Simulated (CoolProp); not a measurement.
Properties of propane along the isobar 5.85 bar (Tc = 96.7 °C, pc = 42.51 bar, ω = 0.152).

Values from CoolProp's reference Helmholtz-energy equation of state, Lemmon 2009.

| T (°C) | phase | speed of sound (m/s) | isothermal compressibility (1/MPa) | fugacity coefficient |
|---|---|---|---|---|
| -78.05 | liquid | 1402 | 0.001256 | 0.02575 |
| -56.15 | liquid | 1257 | 0.001635 | 0.08902 |
| -34.35 | liquid | 1115 | 0.002187 | 0.2341 |
| -12.45 | liquid | 970.4 | 0.003059 | 0.5072 |
| 9.35 | gas | 221.9 | 1.986 | 0.8908 |
| 31.25 | gas | 235.2 | 1.904 | 0.9140 |
| 53.15 | gas | 246.8 | 1.855 | 0.9310 |
| 74.95 | gas | 257.2 | 1.822 | 0.9438 |
| 96.85 | gas | 266.8 | 1.799 | 0.9536 |
| 118.65 | gas | 275.8 | 1.782 | 0.9614 |
| 140.55 | gas | 284.3 | 1.769 | 0.9676 |
| 162.35 | gas | 292.4 | 1.759 | 0.9727 |
| 184.25 | gas | 300.3 | 1.751 | 0.9768 |
